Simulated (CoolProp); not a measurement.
Vapour pressure (bar) of oxygen: the reference equation beside estimates from Tc = -118.6 °C, pc = 50.46 bar, ω = 0.022. Clausius-Clapeyron is anchored at -172.35 °C with a constant enthalpy of vaporisation of 6.453 kJ/mol.

Model: reference Helmholtz-energy equation of state, Schmidt 1985, in CoolProp.

| T (°C) | reference | Lee-Kesler | Clausius-Clapeyron | van der Waals | Redlich-Kwong | Soave-Redlich-Kwong | Peng-Robinson |
|---|---|---|---|---|---|---|---|
| -179.65 | 1.414 | 1.402 | 1.488 | 4.589 | 1.123 | 1.389 | 1.429 |
| -177.25 | 1.773 | 1.761 | 1.832 | 5.299 | 1.454 | 1.747 | 1.788 |
| -174.75 | 2.216 | 2.205 | 2.250 | 6.113 | 1.871 | 2.191 | 2.232 |
| -172.35 | 2.715 | 2.706 | 2.715 | 6.970 | 2.351 | 2.693 | 2.733 |
| -169.85 | 3.320 | 3.313 | 3.271 | 7.944 | 2.942 | 3.302 | 3.339 |
| -167.45 | 3.990 | 3.986 | 3.880 | 8.961 | 3.605 | 3.979 | 4.011 |
| -164.95 | 4.790 | 4.788 | 4.597 | 10.11 | 4.406 | 4.787 | 4.812 |
| -162.45 | 5.701 | 5.703 | 5.405 | 11.34 | 5.327 | 5.710 | 5.726 |
| -160.05 | 6.689 | 6.694 | 6.272 | 12.62 | 6.334 | 6.713 | 6.717 |
| -157.55 | 7.846 | 7.853 | 7.276 | 14.05 | 7.520 | 7.887 | 7.878 |
| -155.15 | 9.086 | 9.094 | 8.340 | 15.51 | 8.797 | 9.149 | 9.124 |
| -152.65 | 10.52 | 10.53 | 9.560 | 17.13 | 10.28 | 10.61 | 10.57 |
| -150.25 | 12.05 | 12.05 | 10.84 | 18.79 | 11.86 | 12.16 | 12.10 |
| -147.75 | 13.80 | 13.80 | 12.30 | 20.62 | 13.68 | 13.95 | 13.87 |

Absolute difference from the reference over all 14 rows, mean and median: Lee-Kesler 0.2 and 0.1 %, Clausius-Clapeyron 5.4 and 5.2 %, van der Waals 116.9 and 105.0 %, Redlich-Kwong 8.6 and 7.3 %, Soave-Redlich-Kwong 0.8 and 0.8 %, Peng-Robinson 0.6 and 0.5 %.
